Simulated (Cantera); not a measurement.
An adiabatic, constant-pressure homogeneous reactor starts with CH3OH : O2 : N2 = 1 : 0.833 : 3.13 (molar parts), equivalence ratio 1.8, at 1350 K and 100000 Pa. Integrator tolerance rtol = 1e-08.

Model: GRI-Mech 3.0 (53 species, 325 reactions), integrated in Cantera. GRI-Mech 3.0 was tuned for natural gas; its chemistry of methanol as a main component is partial and can be far from experiment.

Q: What does this change do: pressure from 100000 Pa to 2700000 Pa?

A: 
| quantity | before | after |
|---|---|---|
| time of steepest temperature rise | 0.962 ms | 70.6 µs |
| temperature at 0.700 s | 2545 K | 2618 K |
| equilibrium temperature | 2545 K | 2618 K |
| x(CH3OH) at 0.700 s | <1e-12 (gas-phase equilibrium <1e-12) | 1.07e-11 (gas-phase equilibrium 1.10e-11) |
| x(O2) at 0.700 s | 0.000287 (gas-phase equilibrium 0.000287) | 2.15e-5 (gas-phase equilibrium 2.15e-5) |
| x(H2O2) at 0.700 s | 2.89e-8 (gas-phase equilibrium 2.89e-8) | 4.89e-8 (gas-phase equilibrium 4.89e-8) |
| x(H2) at 0.700 s | 0.0963 (gas-phase equilibrium 0.0963) | 0.0971 (gas-phase equilibrium 0.0971) |
| x(H2O) at 0.700 s | 0.220 (gas-phase equilibrium 0.220) | 0.227 (gas-phase equilibrium 0.227) |
The pressure lies above the range GRI-Mech 3.0 was tuned for (to about 10 atm).
